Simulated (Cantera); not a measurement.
Feed: 1 mol Si₃N₄, 0.96 mol H₂O, 9.6 mol H₂.

These are equilibrium values from Cantera (NASA tables, ideal gas, pure condensed phases), not measurements of a reactor. Candidate condensed phases: H₂O, Si, SiO₂, Si₂N₂O, Si₃N₄; 35 gas species. Mutual solubility and eutectic melting of coexisting phases are not modelled. Rates play no part.

Stable condensed phases, one row left out:

```
T in K \ P in Pa
            0.10     1.5      22     320    4600   68000 1000000
   2100        A       A       A       B       B       B       C
   1950        A       A       B       B       B       D       E
   1800        A       A       B       B       D       E       E
   1650        A       B       B       D       E       E       E
   1500        B       B       D       E       E       E       E
   1350        B       D       E       E       E       E       E
   1050        E       E       E       E       E       E       E
    900        E       E       E       E       E       E       E
```

A: gas only; B: Si; C: Si + Si₂N₂O + Si₃N₄; D: Si + Si₂N₂O; E: Si₂N₂O + Si₃N₄.

Question: Give the row for 1200 K.

Answer: 0.10: Si₂N₂O + Si₃N₄; 1.5: Si₂N₂O + Si₃N₄; 22: Si₂N₂O + Si₃N₄; 320: Si₂N₂O + Si₃N₄; 4600: Si₂N₂O + Si₃N₄; 68000: Si₂N₂O + Si₃N₄; 1000000: Si₂N₂O + Si₃N₄.
